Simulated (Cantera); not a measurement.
Input: 1 mol B2O3, a varied amount of NF3, equilibrated at 1700 K and 2.30 Pa.

Equilibrium computed with Cantera from the NASA thermochemical tables; the gas is ideal and each condensed phase is pure. Candidate condensed phases: B, BN, B2O3; 31 gas species. Rates play no part.

Problem. At 2.8 mol NF3, list the 7 most abundant gas species with their mole fractions, and the condensed phases.

Solution. F 0.328, BF3 0.273, O2 0.202, N2 0.191, O 0.00419, NO 0.00140, BOF 0.000107. Condensed: gas only.
